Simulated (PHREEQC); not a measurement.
Synthetic water in mg/kgw, 20 °C, pH 2.9, pe 11.2:

```
constituent  mg/kgw
-----------  ------
Na              367
K               431
Ca              121
Mg               80
Cl              298
S(6) as SO4    1510
Li           0.0845
Al             14.2
```

Valence states are taken as typed.

Computed with PHREEQC (ion-association model, wateq4f.dat).

Problem. The ionic strength comes out as 0.0510 mol/kgw. What activity coefficients do KSO4-, K+, Ca+2, Mg+2, SO4-2 get?

Solution. KSO4- 0.83, K+ 0.81, Ca+2 0.47, Mg+2 0.49, SO4-2 0.46.

Precipitation was switched off in this run.
